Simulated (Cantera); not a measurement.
Input (Python, Cantera) and output of one run.

```python
import numpy as np
import cantera as ct

gas_names = """
    C CH CH2 CH3 CH2OH CH3O CH4 CH3OH CO CO2 COOH C2 C2H CHCO,ketyl C2H2,acetylene C2H2,vinylidene
    CH2CO,ketene C2H3,vinyl CH3CO,acetyl C2H4 C2H4O,ethylen CH3CHO,ethanal CH3COOH (HCOOH)2 C2H5 C2H6
    CH3OCH3 C2H5OH C2O C3 C3H3,propargyl C3H4,allene C3H4,propyne C3H4,cyclo- C3H5,allyl C3H6,propylene
    C3H6,cyclo- C3H6O C3H7,n-propyl C3H7,i-propyl C3H8 C3H8O,1propanol C3H8O,2propanol C3O2 C4 C4H2
    C4H4,1,3-cyclo- C4H6,butadiene C4H6,2-butyne C4H6,cyclo- C4H8,1-butene C4H8,cis2-buten
    C4H8,tr2-butene C4H8,isobutene C4H8,cyclo- (CH3COOH)2 C4H9,n-butyl C4H9,i-butyl C4H9,s-butyl
    C4H9,t-butyl C4H10,isobutane C4H10,n-butane C5 C5H6,1,3cyclo- C5H8,cyclo- C5H10,1-pentene
    C5H10,cyclo- C5H11,pentyl C5H11,t-pentyl C5H12,n-pentane C5H12,i-pentane CH3C(CH3)2CH3 C6H2
    C6H5,phenyl C6H5O,phenoxy C6H6 C6H5OH,phenol C6H10,cyclo- C6H12,1-hexene C6H12,cyclo- C6H13,n-hexyl
    C7H7,benzyl C7H8 C7H8O,cresol C7H14,1-heptene C7H15,n-heptyl C7H16,n-heptane C8H8,styrene
    C8H10,ethylbenz C8H16,1-octene C8H17,n-octyl C8H18,isooctane C8H18,n-octane C9H19,n-nonyl
    C10H8,naphthale C10H21,n-decyl C12H9,o-bipheny C12H10,bipheny H HCO HO2 H2 HCHO,formaldehy HCOOH H2O
    H2O2 O OH O2 O3
""".split()
cond_names = """
    C(gr) C6H6(L) C7H8(L) C8H18(L),n-octa H2O(s) H2O(L)
""".split()


def load(file, names, dense=False):
    # The tables refer to 1 bar. Condensed volumes are neglected.
    table = {s.name: s for s in ct.Species.list_from_file(file)}
    out = []
    for n in names:
        d = dict(table[n].input_data)
        d["thermo"] = dict(d["thermo"], **{"reference-pressure": 1e5})
        if dense:
            d["equation-of-state"] = {"model": "constant-volume", "density": "1e6 g/cm^3"}
        out.append(ct.Species.from_dict(d))
    return out


gas = ct.Solution(thermo="ideal-gas", species=load("nasa_gas.yaml", gas_names))
cond = {s.name: ct.Solution(thermo="fixed-stoichiometry", species=[s], name=s.name)
        for s in load("nasa_condensed.yaml", cond_names, dense=True)}
atoms = {
    'C3H8': {'C': 3, 'H': 8},
    'H2O': {'H': 2, 'O': 1},
    'H2': {'H': 2},
    'CO2': {'C': 1, 'O': 2},
}
top_T = {'C(gr)': 4500}  # K; cautious upper limits of use, not melting points


def equilibrate(T, P, feed):
    n = {}
    for name, mol in feed.items():
        for a, k in atoms[name].items():
            n[a] = n.get(a, 0.0) + k * mol
    gas.TPX = T, P, n
    mass = sum(n.values()) * gas.mean_molecular_weight
    gas.equilibrate("TP")
    valid = [c for c in cond.values() if c.min_temp <= T <= top_T.get(c.name, c.max_temp)]
    mix = ct.Mixture([(gas, mass / gas.mean_molecular_weight)] + [(c, 0.0) for c in valid])
    mix.T, mix.P = T, P
    mix.equilibrate("TP", solver="vcs", rtol=1e-11, max_steps=5000)
    return mix


results = []
feed = {'C3H8': 1, 'H2O': 0.072, 'H2': 11, 'CO2': 0.2}  # mol
T = 1948  # K
P = 1200000  # Pa
mix = equilibrate(T, P, feed)
results.append((T, P, feed, dict(zip(mix.species_names, mix.species_moles))))
x = sorted(zip(gas.X, gas.species_names), reverse=True)
print(f"T = {T:g} K  P = {P:g} Pa  gas = {mix.phase_moles(0):.4g} mol")
print("   x: " + "  ".join(f"{s} {v:.3e}" for v, s in x if v > 0.001))
print("   condensed (mol): " + ("  ".join(f"{mix.phase(i).name} {mix.phase_moles(i):.4g}"
      for i in range(1, mix.n_phases) if mix.phase_moles(i) > 1e-12) or "none"))
```

It prints:

```
T = 1948 K  P = 1.2e+06 Pa  gas = 15.46 mol
   x: H2 9.631e-01  CO 3.048e-02  CH4 5.446e-03
   condensed (mol): C(gr) 2.626
```

Cantera equilibrium calculation (NASA polynomials, part measured and part estimated; ideal gas, pure solids and liquids).
